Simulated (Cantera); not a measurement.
Feed: 1 mol BN, 1 mol H2, 2.8 mol F2, at 1825 K and 140 Pa.

Cantera equilibrium calculation (NASA polynomials, part measured and part estimated; ideal gas, pure solids and liquids). Candidate condensed phases: B, BN; 31 gas species. Equilibrium is a limit: real reactors are often held back by kinetics, nucleation or transport.

Base state: HF 0.488, BF3 0.244, F 0.146, N2 0.122 (mole fractions); condensed: gas only.

Question: What changes in the equilibrium state with this change: H2 from 1 to 6.7 mol?

Answer: 
| species | before | after |
|---|---|---|
| H2 | <1e-9 | 0.546 |
| HF | 0.488 | 0.289 |
| BF3 | 0.244 | 0.0866 |
| F | 0.146 | 8.70e-7 |
| BF2 | 2.36e-7 | 0.0141 |
| N2 | 0.122 | 0.0519 |
| BF | <1e-9 | 0.00235 |
| BHF2 | <1e-9 | 0.000707 |
| H | 8.71e-8 | 0.00870 |
The tables' values for BF2 are old estimates; treat these amounts as uncertain.
